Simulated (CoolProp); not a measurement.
Saturation properties of fluorine (Tc = 144.4 K, pc = 5240 kPa, ω = 0.045).

Model: reference Helmholtz-energy equation of state, de Reuck 1990, in CoolProp.

```tsv
T (K)	p (kPa)	liquid density (kg/m³)	vapour density (kg/m³)	enthalpy of vaporisation (kJ/kg)	liquid cp (kJ/(kg K))	surface tension (mN/m)
90.4	180.1	1463	9.596	169.1	1.531	12.0
92.6	223.3	1447	11.71	166.8	1.542	11.4
94.9	276.4	1430	14.29	164.3	1.554	10.8
97.1	335.6	1413	17.13	161.8	1.566	10.2
99.4	407.1	1395	20.53	159.1	1.581	9.62
101.6	485.5	1377	24.24	156.4	1.597	9.05
103.9	578.8	1358	28.64	153.4	1.616	8.46
106.1	679.7	1339	33.40	150.4	1.636	7.90
108.3	792.8	1320	38.76	147.3	1.659	7.35
110.6	925.0	1300	45.05	143.9	1.686	6.79
112.8	1066	1279	51.82	140.5	1.717	6.25
115.1	1229	1257	59.75	136.7	1.753	5.70
117.3	1400	1236	68.28	132.8	1.795	5.19
119.6	1598	1212	78.30	128.5	1.847	4.66
121.8	1805	1188	89.09	124.1	1.907	4.16
```

It boils at 85.0 K under 1 atm.

Surface tension comes from a separate correlation (Mulero 2012).
